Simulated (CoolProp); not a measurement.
CH2F2 (R32) along the isobar 301 bar: fugacity coefficient from the reference equation and from simpler models built on Tc = 78.1 °C, pc = 57.83 bar, ω = 0.277; each cubic takes its own stable root.

Computed with CoolProp (reference Helmholtz-energy equation of state, Tillner-Roth 1997).

```json
[
 {"T (°C)": "-13.25", "phase": "liquid", "reference": "0.02891"},
 {"T (°C)": "8.65", "phase": "liquid", "reference": "0.05428"},
 {"T (°C)": "30.45", "phase": "liquid", "reference": "0.09038"},
 {"T (°C)": "52.35", "phase": "liquid", "reference": "0.1375"},
 {"T (°C)": "74.25", "phase": "liquid", "reference": "0.1943"},
 {"T (°C)": "96.15", "phase": "supercritical", "reference": "0.2586"},
 {"T (°C)": "118.05", "phase": "supercritical", "reference": "0.3275"},
 {"T (°C)": "139.95", "phase": "supercritical", "reference": "0.3982"},
 {"T (°C)": "161.85", "phase": "supercritical", "reference": "0.4677"}
]
```

Question: How far does each simpler model (Redlich-Kwong, Soave-Redlich-Kwong, Peng-Robinson) lie from the reference over these 9 states: mean and median of the absolute difference, and the worst?

Answer: 
- Redlich-Kwong: mean 33.2 %, median 25.7 %, worst +84.2 % at -13.25 °C and 301 bar
- Soave-Redlich-Kwong: mean 23.2 %, median 23.6 %, worst +24.7 % at 52.35 °C and 301 bar
- Peng-Robinson: mean 11.2 %, median 11.5 %, worst +12.2 % at 52.35 °C and 301 bar
